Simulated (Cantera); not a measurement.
A perfectly stirred reactor is fed with CO : O2 : H2O : N2 = 0.021 : 0.034 : 0.0077 : 1 (molar parts), at 0.930 bar; it is held at 1348 K, and followed from long to short residence time.

Computed with Cantera and GRI-Mech 3.0 (53 species, 325 reactions).

Q: Predict: x(CO) at τ = 25.0 s; x(O2) at τ = 25.0 s; x(H2O) at τ = 25.0 s; x(H2) at τ = 25.0 s; x(OH) at τ = 25.0 s; x(CO) at τ = 49.0 ms; x(O2) at τ = 49.0 ms; x(H2O) at τ = 49.0 ms; x(H2) at τ = 49.0 ms; x(OH) at τ = 49.0 ms.

A: 
```json
{
  "x(CO) at τ = 25.0 s": "1.89e-5",
  "x(O2) at τ = 25.0 s": "0.0223",
  "x(H2O) at τ = 25.0 s": "0.00731",
  "x(H2) at τ = 25.0 s": "4.75e-7",
  "x(OH) at τ = 25.0 s": "1.81e-5",
  "x(CO) at τ = 49.0 ms": "0.00123",
  "x(O2) at τ = 49.0 ms": "0.0228",
  "x(H2O) at τ = 49.0 ms": "0.00720",
  "x(H2) at τ = 49.0 ms": "2.89e-5",
  "x(OH) at τ = 49.0 ms": "0.000129"
}
```
